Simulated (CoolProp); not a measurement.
o-xylene at several states: density (kg/m³) from the reference equation and from simpler models built on Tc = 630.3 K, pc = 3.737 MPa, ω = 0.312; each cubic takes its own stable root.

The numbers come from the reference Helmholtz-energy equation of state, Zhou 2012 in CoolProp.

```
T (K)  p (MPa)   phase  reference
-----  -------  ------  ---------
561      0.152     gas      3.540
259.5     1.16  liquid      909.0
529      0.133     gas      3.291
329.3    0.165  liquid      849.6
525.5     3.44  liquid      658.3
```

How far does each simpler model (van der Waals, Redlich-Kwong, Peng-Robinson) lie from the reference over these 5 states: mean and median of the absolute difference, and the worst?


- van der Waals: mean 25.4 %, median 40.5 %, worst -42.7 % at 259.5 K and 1.16 MPa
- Redlich-Kwong: mean 9.5 %, median 14.5 %, worst -17.6 % at 525.5 K and 3.44 MPa
- Peng-Robinson: mean 1.1 %, median 0.8 %, worst -2.6 % at 259.5 K and 1.16 MPa
